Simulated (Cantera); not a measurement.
Feed: 1 mol Si, 2.6 mol F₂, at 0.00370 bar.

Method: chemical equilibrium by Gibbs-energy minimisation in Cantera with the NASA 1993 tables (ideal gas, pure condensed phases). Candidate condensed phases: Si; 9 gas species. Equilibrium is a limit: real reactors are often held back by kinetics, nucleation or transport. All values below are at 1300 K.

Base state: F 0.544, SiF₄ 0.455, F₂ 0.00115 (mole fractions); condensed: gas only.

Task: What changes in the equilibrium state with this change: pressure from 0.00370 bar to 1.00 bar?

Result: 
```json
[
 {"species": "SiF₄", "before": "0.455", "after": "0.514"},
 {"species": "F", "before": "0.544", "after": "0.354"},
 {"species": "F₂", "before": "0.00115", "after": "0.132"}
]
```
